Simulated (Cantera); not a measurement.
# Thermodynamics of silicon epitaxy and polysilicon growth, feed SiH₄ + H₂

Input: 1 mol SiH₄, 56 mol H₂, equilibrated at 10.0 mbar.

Cantera equilibrium calculation (NASA polynomials, part measured and part estimated; ideal gas, pure solids and liquids). Candidate condensed phases: Si; 9 gas species. Gases not in the tables: Si₂H₆ and higher silanes. Equilibrium is a limit: real reactors are often held back by kinetics, nucleation or transport.

| T (K) | x H₂ | x H | x Si | x SiH₂ | x SiH | n Si(s) | n Si(l) |
|---|---|---|---|---|---|---|---|
| 825 | 1.00 | 7.93e-11 | <1e-12 | <1e-12 | <1e-12 | 1.00 | 0 |
| 900 | 1.00 | 1.17e-9 | <1e-12 | 3.71e-12 | <1e-12 | 1.00 | 0 |
| 975 | 1.00 | 1.14e-8 | <1e-12 | 4.45e-11 | <1e-12 | 1.00 | 0 |
| 1050 | 1.00 | 8.11e-8 | <1e-12 | 3.74e-10 | 1.03e-12 | 1.00 | 0 |
| 1125 | 1.00 | 4.44e-7 | 7.01e-12 | 2.37e-9 | 1.75e-11 | 1.00 | 0 |
| 1200 | 1.000 | 1.97e-6 | 1.39e-10 | 1.19e-8 | 2.08e-10 | 1.000 | 0 |
| 1275 | 1.000 | 7.37e-6 | 1.93e-9 | 4.94e-8 | 1.84e-9 | 1.000 | 0 |
| 1350 | 1.000 | 2.38e-5 | 1.99e-8 | 1.75e-7 | 1.27e-8 | 1.000 | 0 |
| 1425 | 1.000 | 6.82e-5 | 1.61e-7 | 5.42e-7 | 7.15e-8 | 1.000 | 0 |
| 1500 | 1.000 | 0.000176 | 1.05e-6 | 1.50e-6 | 3.38e-7 | 1.000 | 0 |
| 1575 | 1.000 | 0.000415 | 5.74e-6 | 3.75e-6 | 1.37e-6 | 0.999 | 0 |
| 1650 | 0.999 | 0.000908 | 2.68e-5 | 8.65e-6 | 4.89e-6 | 0.998 | 0 |
| 1725 | 0.998 | 0.00186 | 0.000102 | 1.72e-5 | 1.45e-5 | 0 | 0.992 |
x: gas mole fraction; n: condensed amount in mol.

From 825 K to 1650 K the condensed part is Si(s). At 1725 K the condensed part is Si(l).
